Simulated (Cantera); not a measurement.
# Fluorocarbon and chlorocarbon gases: CHF3 + H2

Charge: 1 mol CHF3, a varied amount of H2, equilibrated at 3273.15 K and 0.0150 bar.

Cantera equilibrium calculation (NASA polynomials, part measured and part estimated; ideal gas, pure solids and liquids). Candidate condensed phases: C, C6H6, C7H8, C8H18; 95 gas species. Rates play no part.

| n(H2) (mol) | x H | x HF | x F | x H2 | x C3 | x CF | x C | x C2 |
|---|---|---|---|---|---|---|---|---|
| 0.51 | 0.101 | 0.437 | 0.327 | 0.00131 | 0.0597 | 0.0371 | 0.0214 | 0.0109 |
| 0.67 | 0.130 | 0.469 | 0.273 | 0.00217 | 0.0586 | 0.0308 | 0.0213 | 0.0108 |
| 0.89 | 0.175 | 0.493 | 0.213 | 0.00394 | 0.0563 | 0.0237 | 0.0210 | 0.0105 |
| 1.2 | 0.242 | 0.494 | 0.154 | 0.00756 | 0.0517 | 0.0167 | 0.0204 | 0.00993 |
| 1.6 | 0.323 | 0.465 | 0.109 | 0.0135 | 0.0453 | 0.0112 | 0.0195 | 0.00909 |
| 2.1 | 0.407 | 0.417 | 0.0776 | 0.0213 | 0.0382 | 0.00759 | 0.0184 | 0.00812 |
| 2.7 | 0.482 | 0.365 | 0.0572 | 0.0299 | 0.0317 | 0.00526 | 0.0173 | 0.00716 |
| 3.6 | 0.560 | 0.303 | 0.0409 | 0.0405 | 0.0247 | 0.00346 | 0.0159 | 0.00607 |
| 4.8 | 0.628 | 0.246 | 0.0296 | 0.0509 | 0.0188 | 0.00228 | 0.0145 | 0.00505 |
| 6.3 | 0.682 | 0.198 | 0.0220 | 0.0601 | 0.0142 | 0.00154 | 0.0132 | 0.00419 |
| 8.4 | 0.729 | 0.156 | 0.0162 | 0.0686 | 0.0103 | 0.00102 | 0.0119 | 0.00338 |
| 11 | 0.765 | 0.123 | 0.0122 | 0.0754 | 0.00746 | 0.000690 | 0.0107 | 0.00273 |
x: gas mole fraction; nothing condenses.

From 0.51 mol H2 to 11 mol H2 nothing is condensed. The main C-bearing gas is C3 throughout.
